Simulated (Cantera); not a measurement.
An adiabatic, constant-volume homogeneous reactor starts with CH3OH : O2 : N2 = 1 : 2.83 : 25 (molar parts), equivalence ratio 0.53, at 1675 K and 7500 Torr.

Model: GRI-Mech 3.0 (53 species, 325 reactions), integrated in Cantera. GRI-Mech 3.0 was tuned for natural gas; its chemistry of methanol as a main component is partial and can be far from experiment.

**Question.** Predict: time of steepest temperature rise; temperature at 0.200 s; equilibrium temperature; x(O2) at 0.200 s; x(CO) at 0.200 s; x(H) at 0.200 s; x(N2O) at 0.200 s; x(CO2) at 0.200 s; x(HO2) at 0.200 s.

**Answer.** 
| Property | Result |
|---|---|
| time of steepest temperature rise | 12.3 µs |
| temperature at 0.200 s | 2403 K |
| equilibrium temperature | 2403 K |
| x(O2) at 0.200 s | 0.0405 (gas-phase equilibrium 0.0405) |
| x(CO) at 0.200 s | 0.000933 (gas-phase equilibrium 0.000933) |
| x(H) at 0.200 s | 7.56e-5 (gas-phase equilibrium 7.56e-5) |
| x(N2O) at 0.200 s | 1.93e-6 (gas-phase equilibrium 1.93e-6) |
| x(CO2) at 0.200 s | 0.0331 (gas-phase equilibrium 0.0331) |
| x(HO2) at 0.200 s | 5.10e-6 (gas-phase equilibrium 5.10e-6) |
